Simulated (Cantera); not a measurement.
**Equilibrium for carbon deposition, reforming and gasification: C₂H₆ + H₂O + H₂ + NH₃**

Input: 1 mol C₂H₆, 0.69 mol H₂O, 24 mol H₂, 0.012 mol NH₃, held at 27000 Pa.

These are equilibrium values from Cantera (NASA tables, ideal gas, pure condensed phases), not measurements of a reactor. Candidate condensed phases: C, C₆H₆, C₇H₈, C₈H₁₈, H₂O; 136 gas species. Equilibrium is a limit: real reactors are often held back by kinetics, nucleation or transport.

| T (K) | log p H₂ | log p CH₄ | log p H₂O | log p CO | log p H | n C(graphite) |
|---|---|---|---|---|---|---|
| 800 | -0.62 | -1.69 | -2.17 | -3.50 | -11.85 | 0 |
| 900 | -0.61 | -1.79 | -2.55 | -2.40 | -10.24 | 0 |
| 1000 | -0.59 | -2.20 | -3.21 | -2.22 | -8.94 | 0.729 |
| 1100 | -0.58 | -2.61 | -3.82 | -2.19 | -7.88 | 1.07 |
| 1200 | -0.58 | -2.96 | -4.35 | -2.18 | -7.00 | 1.20 |
| 1300 | -0.58 | -3.27 | -4.80 | -2.18 | -6.25 | 1.25 |
| 1400 | -0.58 | -3.52 | -5.19 | -2.18 | -5.60 | 1.28 |
| 1500 | -0.58 | -3.75 | -5.53 | -2.18 | -5.04 | 1.29 |
| 1600 | -0.58 | -3.95 | -5.82 | -2.18 | -4.55 | 1.30 |
| 1700 | -0.58 | -4.12 | -6.08 | -2.18 | -4.12 | 1.30 |
| 1800 | -0.58 | -4.27 | -6.31 | -2.18 | -3.74 | 1.29 |
log p: log10 of the partial pressure in bar; n: condensed amount in mol.

From 800 K to 900 K nothing is condensed. From 1000 K to 1800 K the condensed part is C(graphite). The main C-bearing gas is CH₄ at 800 K and CO at 1800 K.
